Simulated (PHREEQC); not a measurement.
Make-up at 25 °C: 0.055 mol/kgw H2SO4 and 0.00028 mol/kgw H4SiO4. Closed to the air; pH follows from the charge balance.

All values are PHREEQC results (ion-association model, phreeqc.dat), not measurements.

The ionic strength comes out as 0.0839 mol/kgw. What activity coefficients do SO4-2, HSO4-, H+ get?

SO4-2 0.39, HSO4- 0.79, H+ 0.83.

This is a speciation only: nothing precipitates in the calculation. The solution is supersaturated, for example in Quartz (slow to form), so a real one may precipitate; this is no full list.
